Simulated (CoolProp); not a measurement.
Vapour-liquid equilibrium of hydrogen sulfide (1) + toluene (2) at 205 kPa; x and y are mole fractions of (1).

Values from CoolProp's multi-fluid Helmholtz-energy mixture model, Lemmon 2006 and Lemmon 2006; pair parameters Bell 2016.

Task: Give the bubble temperature and the first vapour's composition at x = 0.45, 0.65, 0.95. Is there an azeotrope?

Result: x = 0.45: -22.1 °C, y = 0.999; x = 0.65: -33.0 °C, y = 1.000; x = 0.95: -44.0 °C, y = 1.000. No azeotrope shows between x = 0.05 and 0.95.

Pair parameters are fitted to limited data, so mixtures are less certain than the pure fluids.
